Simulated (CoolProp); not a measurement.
The fluoroketone C6F12O (FK-5-1-12) along the isobar 22.6 bar: density (kg/m³) from the reference equation and from simpler models built on Tc = 168.7 °C, pc = 18.69 bar, ω = 0.471; each cubic takes its own stable root.

Computed with CoolProp (reference Helmholtz-energy equation of state, McLinden 2015).

```
T (°C)          phase  reference  van der Waals  Redlich-Kwong  Peng-Robinson
------  -------------  ---------  -------------  -------------  -------------
57.65          liquid       1514          919.2           1300           1570
74.55          liquid       1458          889.9           1244           1507
91.45          liquid       1398          857.9           1184           1436
108.45         liquid       1332          822.2           1117           1353
125.35         liquid       1257          782.0           1041           1255
142.25         liquid       1166          734.6          951.1           1133
159.15         liquid       1044          675.2          837.5          967.3
176.05  supercritical      771.3          589.0          661.2          665.3
193.05  supercritical      350.0          413.6          382.4          353.5
209.95  supercritical      280.0          309.9          300.4          284.2
226.85  supercritical      244.2          267.4          260.9          247.8
```
